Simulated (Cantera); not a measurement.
Feed: 1 mol Ti, a varied amount of H₂, held at 2098 K and 85.0 Pa.

Cantera equilibrium calculation (NASA polynomials, part measured and part estimated; ideal gas, pure solids and liquids). Candidate condensed phases: Ti; 3 gas species. Equilibrium is a limit: real reactors are often held back by kinetics, nucleation or transport.

x: gas mole fraction; n: condensed amount in mol.

```csv
n(H₂) (mol),x H₂,x H,x Ti,n Ti(l)
1.1,0.862,0.0980,0.0399,___
3.4,0.862,0.0980,0.0399,___
5.7,0.862,0.0980,0.0399,___
8,0.862,0.0980,0.0399,___
10,0.862,0.0980,0.0399,___
13,0.862,0.0980,0.0399,___
15,0.862,0.0980,0.0399,___
17,0.862,0.0980,0.0399,___
20,0.862,0.0980,0.0399,___
22,0.862,0.0980,0.0399,___
24,0.864,0.0981,0.0380,0
27,0.868,0.0983,0.0340,0
```

Problem. Fill in the missing entries.

Solution. 
- 1.1, n Ti(l): 0.952
- 3.4, n Ti(l): 0.851
- 5.7, n Ti(l): 0.751
- 8, n Ti(l): 0.650
- 10, n Ti(l): 0.563
- 13, n Ti(l): 0.431
- 15, n Ti(l): 0.344
- 17, n Ti(l): 0.256
- 20, n Ti(l): 0.125
- 22, n Ti(l): 0.0376
